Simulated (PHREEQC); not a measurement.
Solution (25 °C): 0.0004 mol HF, 0.0029 mol (CH3)4NF, 1.5e-05 mol H2SiF6 and 0.001 mol H2SO4 per kg of water. Closed to the air; pH follows from the charge balance.

The numbers come from PHREEQC with the ion-association model, phreeqc.dat.

No solid was allowed to form.

**Question.** Predict the pH, ionic strength.

**Answer.** pH 3.15; ionic strength 0.00461 mol/kgw.

**Question.** In which forms is F present?

**Answer.** F- 49 %, HF 48 %, SiF6-2 2.3 %, HF2- 0.6 % of the F.

(CH3)4N+ isn't in the database: it is added as a free cation with an ion size of 4 Å. SiF6-2 is the database's only silicon fluoride.
